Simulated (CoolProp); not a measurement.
Saturation properties of methanol (Tc = 513.4 K, pc = 8.216 MPa, ω = 0.565).

The numbers come from the reference Helmholtz-energy equation of state, de Reuck 1993 in CoolProp.

```csv
T (K),p (MPa),liquid density (kg/m³),liquid cp (kJ/(kg K))
309.3,0.02961,775.7,2.607
323.3,0.05605,762.4,2.709
337.3,0.1000,748.7,2.823
351.2,0.1689,734.6,2.947
365.2,0.2738,719.8,3.085
379.2,0.4265,704.0,3.236
393.2,0.6417,687.2,3.403
407.2,0.9363,669.1,3.591
421.2,1.330,649.1,3.806
```

It boils at 337.6 K under 1 atm.
